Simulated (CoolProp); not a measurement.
Ethylbenzene at several states: Z from the reference equation and from simpler models built on Tc = 617.1 K, pc = 3.622 MPa, ω = 0.304; each cubic takes its own stable root.

Computed with CoolProp (reference Helmholtz-energy equation of state, Zhou 2012).

| T (K) | p (MPa) | phase | reference | van der Waals | Soave-Redlich-Kwong | Peng-Robinson |
|---|---|---|---|---|---|---|
| 294.1 | 1.74 | liquid | 0.08711 | 0.1509 | 0.09950 | 0.08857 |
| 230.8 | 0.377 | liquid | 0.02264 | 0.03981 | 0.02634 | 0.02351 |
| 191.7 | 0.146 | liquid | 0.01017 | 0.01807 | 0.01202 | 0.01074 |
| 549.8 | 0.415 | gas | 0.9366 | 0.9533 | 0.9401 | 0.9352 |
